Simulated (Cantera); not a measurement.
Charge: 1 mol SiHCl₃, 0.15 mol Cl₂, 26 mol H₂, at 11.0 mbar.

Method: chemical equilibrium by Gibbs-energy minimisation in Cantera with the NASA 1993 tables (ideal gas, pure condensed phases). Candidate condensed phases: Si; 19 gas species. The tables' values for SiCl₃ are old estimates; treat these amounts as uncertain. The numbers say what is thermodynamically allowed, not how fast it happens. All values below are at 948 K.

Base state: H₂ 0.956, SiCl₄ 0.0212, HCl 0.0156, SiHCl₃ 0.00586, SiCl₃ 0.000491, SiCl₂ 0.000385, SiH₂Cl₂ 0.000164 (mole fractions); condensed: Si(s).

Question: What changes in the equilibrium state with this change: SiHCl₃ replaced by SiH₄?

Answer: 
| species | before | after |
|---|---|---|
| H₂ | 0.956 | 0.992 |
| HCl | 0.0156 | 0.00658 |
| SiCl₄ | 0.0212 | 0.000629 |
| SiCl₃ | 0.000491 | 3.51e-5 |
| SiHCl₃ | 0.00586 | 0.000427 |
| Si(s), mol | 0.230 | 0.967 |
